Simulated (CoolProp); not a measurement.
A simple Rankine cycle with benzene: condensing at 307.15 K, boiler at 1.23 MPa, turbine inlet 613.6 K, turbine efficiency 0.65, pump efficiency 0.7, no recuperator. Each further row changes one setting.

Model: reference Helmholtz-energy equation of state, Thol 2012, in CoolProp.

```json
[
 {"case": "as stated", "thermal efficiency (%)": "16.7", "net work (kJ/kg)": "152", "heat in (kJ/kg)": "912", "turbine exit temperature (K)": "528.1", "volume ratio over the turbine": "(withheld)"},
 {"case": "condensing temperature 299.15 K", "thermal efficiency (%)": "(withheld)", "net work (kJ/kg)": "(withheld)", "heat in (kJ/kg)": "926", "turbine exit temperature (K)": "521.7", "volume ratio over the turbine": "84.1"},
 {"case": "boiler pressure 0.861 MPa", "thermal efficiency (%)": "(withheld)", "net work (kJ/kg)": "(withheld)", "heat in (kJ/kg)": "917", "turbine exit temperature (K)": "536.3", "volume ratio over the turbine": "41.5"},
 {"case": "turbine efficiency 0.55", "thermal efficiency (%)": "(withheld)", "net work (kJ/kg)": "(withheld)", "heat in (kJ/kg)": "912", "turbine exit temperature (K)": "540.7", "volume ratio over the turbine": "(withheld)"}
]
```

**Question.** Fill in the missing entries.

**Answer.** 
- as stated, volume ratio over the turbine: 59.7
- condensing temperature 299.15 K, thermal efficiency (%): 17.7
- condensing temperature 299.15 K, net work (kJ/kg): 164
- boiler pressure 0.861 MPa, thermal efficiency (%): 15.5
- boiler pressure 0.861 MPa, net work (kJ/kg): 142
- turbine efficiency 0.55, thermal efficiency (%): 14.1
- turbine efficiency 0.55, net work (kJ/kg): 129
- turbine efficiency 0.55, volume ratio over the turbine: 61.1
